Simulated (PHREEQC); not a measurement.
Dissolve 0.065 mol/kgw ZnSO4, 0.00036 mol/kgw NaOH and 0.2 mol/kgw H2SO4 at 25 °C. Closed to the air; pH follows from the charge balance.

All values are PHREEQC results (ion-association model, phreeqc.dat), not measurements.

```yaml
pH: 0.80
ionic_strength: 0.372 mol/kgw
activity_of_water: 0.991
specific_conductance: 66000 µS/cm
density: 1.019 g/cm³
total_alkalinity: -400 meq/kg
```

```csv
species,molality,activity,log γ
H+,0.205,0.159,-0.111
HSO4-,0.195,0.142,-0.136
Zn+2,0.0403,0.00965,-0.621
SO4-2,0.0400,0.00923,-0.636
ZnSO4,0.0192,0.0209,0.037
Zn(SO4)2-2,0.00550,0.00157,-0.545
Na+,0.000344,0.000249,-0.141
NaSO4-,1.62e-5,1.15e-5,-0.149
```

Precipitation was switched off in this run.
